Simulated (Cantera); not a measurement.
**Ignition delay**

Mixture: CO : H₂ : O₂ : N₂ = 1 : 0.032 : 0.759 : 2.85 (molar parts), at 31.6 atm, adiabatic and at constant pressure. Ignition delay is the time to a rise of 400 K.

Detailed kinetics in Cantera: GRI-Mech 3.0 (53 species, 325 reactions). The hydrogen kinetics of GRI-Mech 3.0 are dated; newer H2 mechanisms differ, most at raised pressure. The pressure lies above the range GRI-Mech 3.0 was tuned for (to about 10 atm). Below about 950 K walls govern HO2 and H2O2 in real vessels.

| T0 (K) | delay (ms) |
|---|---|
| 850 | 280 |
| 900 | 62.5 |
| 950 | 16.3 |
| 1000 | 4.88 |
| 1050 | 1.66 |
| 1100 | 0.636 |
| 1150 | 0.270 |
| 1200 | 0.125 |
| 1250 | 0.0631 |
| 1300 | 0.0344 |

| Property | Result |
|---|---|
| apparent activation energy between 1200 and 1300 K | 170 kJ/mol |
